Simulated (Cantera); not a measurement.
Cantera run:

```python
import numpy as np
import cantera as ct

gas_names = [...]  # 151 gases of nasa_gas.yaml made of C, H, N, O, Si
cond_names = """
    C(gr) C6H6(L) C7H8(L) C8H18(L),n-octa H2O(s) H2O(L) Si(cr) Si(L) SiC(b) SiO2(Lqz) SiO2(hqz) SiO2(L)
    Si2N2O(s) Si3N4(a)
""".split()


# ... load() reads the species with a 1 bar reference pressure and builds the phases ...
atoms = {
    'TEOS': {'Si': 1, 'C': 8, 'H': 20, 'O': 4},
    'O2': {'O': 2},
    'N2': {'N': 2},
}
top_T = {'C(gr)': 4500, 'SiC(b)': 3050, 'Si2N2O(s)': 2100, 'Si3N4(a)': 2400}  # K; cautious upper limits of use, not melting points


# ... equilibrate(T, P, feed) seeds the gas with the atoms and calls Mixture.equilibrate('TP', solver="vcs", rtol=1e-11, max_steps=5000) ...
results = []
T = 1150  # K
P = 13332.2  # Pa
for m in [16, 29, 42, 55, 68, 81, 94, 110]:
    feed = {'TEOS': 1, 'O2': 0.16, 'N2': m}  # mol
    mix = equilibrate(T, P, feed)
    results.append((T, P, feed, dict(zip(mix.species_names, mix.species_moles))))

top = {s: max(r[3][s] / sum(r[3][g] for g in gas_names) for r in results) for s in gas_names}
cols = sorted((s for s in top if top[s] > 1e-06), key=lambda s: -top[s])[:8]
seen = [c for c in cond_names if any(r[3].get(c, 0) > 1e-12 for r in results)]
print("log10 of partial pressures in bar; condensed amounts in mol")
print(f"{'n(N2)':>10s}" + "".join(f"{s[:9]:>10s}" for s in cols + seen))
for T, P, feed, n in results:
    ng = sum(n[g] for g in gas_names)
    print(f"{feed['N2']:10.4g}" + "".join(f"{np.log10(max(n[s] / ng * P / 1e5, 1e-99)):10.3f}" for s in cols)
          + "".join(f"{n.get(c, 0):10.4g}" for c in seen))
```

It prints:

```
log10 of partial pressures in bar; condensed amounts in mol
     n(N2)        N2        H2        CO       CH4       H2O       CO2       HCN       NH3     C(gr) SiO2(hqz) Si2N2O(s)
        16    -1.123    -1.328    -1.963    -4.287    -4.620    -5.329    -5.604    -6.167     5.675         1         0
        29    -1.029    -1.492    -2.127    -4.615    -4.947    -5.657    -5.639    -6.365     5.676         1         0
        42    -0.987    -1.611    -2.245    -4.852    -5.185    -5.894    -5.678    -6.522     5.677         1         0
        55    -0.963    -1.704    -2.338    -5.038    -5.371    -6.080    -5.712    -6.650     5.677         1         0
        68    -0.947    -1.780    -2.415    -5.191    -5.524    -6.234    -5.743    -6.757     5.677         1         0
        81    -0.937    -1.845    -2.480    -5.322    -5.654    -6.364    -5.770    -6.849     5.677         1         0
        94    -0.929    -1.902    -2.522    -5.435    -5.754    -6.449    -5.794    -6.931       5.6    0.9482    0.0259
       110    -0.923    -1.964    -2.520    -5.559    -5.813    -6.445    -5.822    -7.020     5.221    0.6955    0.1522
```

Equilibrium computed with Cantera from the NASA thermochemical tables; the gas is ideal and each condensed phase is pure. The feed counts by its element totals alone. N2 is the only nitrogen source here; it is nearly inert below about 1500 K, so the nitride shown seldom forms there in practice. Mutual solubility and eutectic melting of coexisting phases are not modelled. The tables hold silica as quartz up to 1696 K and as liquid above; real silica turns to tridymite and cristobalite and melts near 1996 K.
